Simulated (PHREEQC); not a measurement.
Solution (25 °C): 0.015 mol/kgw KHCO3, 0.0072 mol/kgw Na2CO3 and 0.32 mol/kgw NaCl. Closed to the air; pH follows from the charge balance.

All values are PHREEQC results (ion-association model, phreeqc.dat), not measurements.

Precipitation was switched off in this run.

### Question
Order these C species by the share of C that they hold, largest first: CO3-2, NaHCO3, HCO3-, NaCO3-.

### Answer
HCO3- (62 %), NaCO3- (20 %), CO3-2 (13 %), NaHCO3 (5.5 %)

The pH is 9.20 and the ionic strength 0.347 mol/kgw.
